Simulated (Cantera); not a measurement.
Hydrocarbon pyrolysis for carbon deposition

A perfectly stirred reactor is fed with CH₄ : N₂ = 1 : 30 (molar parts), at 1.01 bar; it is held at 1700 K, and followed from long to short residence time.

Model: GRI-Mech 3.0 (53 species, 325 reactions), integrated in Cantera. GRI-Mech 3.0 stops at C3 and has no aromatics, soot or wall deposition, so with more carbon than oxygen in the feed, carbon stays in small species such as C2H2 where larger ones or solid carbon would form.

```tsv
τ (s)	x CH₄	x C₂H₆	x C₂H₄	x HCN	x CH₃
24	0.000735	5.88e-8	3.46e-5	2.89e-5	1.01e-5
6.2	0.00142	2.15e-7	3.47e-5	1.29e-5	1.94e-5
1.6	0.00275	8.03e-7	3.79e-5	5.95e-6	3.73e-5
0.43	0.00518	2.83e-6	5.41e-5	2.82e-6	6.94e-5
0.11	0.00955	9.78e-6	0.000122	1.19e-6	0.000127
0.029	0.0158	2.88e-5	0.000329	4.19e-7	0.000214
0.0076	0.0229	6.72e-5	0.000740	1.07e-7	0.000320
0.0020	0.0287	9.37e-5	0.000755	1.29e-8	0.000373
0.00052	0.0317	3.23e-5	0.000111	3.27e-10	0.000228
0.00014	0.0322	2.80e-6	3.86e-6	1.00e-11	7.91e-5
```
x: mole fraction; the columns are a selection and need not sum to one.
